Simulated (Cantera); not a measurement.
An adiabatic, constant-pressure homogeneous reactor starts with CO : H2 : O2 : N2 : H2O = 1 : 0.045 : 0.78 : 2.93 : 0.1 (molar parts), at 1648 K and 1.40 bar.

Model: GRI-Mech 3.0 (53 species, 325 reactions), integrated in Cantera.

One state of this run: T (K) = 2495; x CO = 0.0767; x H2 = 0.00189; x O2 = 0.0848; x NO = 0.000551; x OH = 0.0110; x N2O = 5.84e-7; x H2O = 0.0220. x: mole fraction; the columns are a selection and need not sum to one.

Task: Which value of t (s) does it belong to?
A) 0.000228
B) 0.000675
C) 0.00200
D) 7.70e-5

Result: A, 0.000228
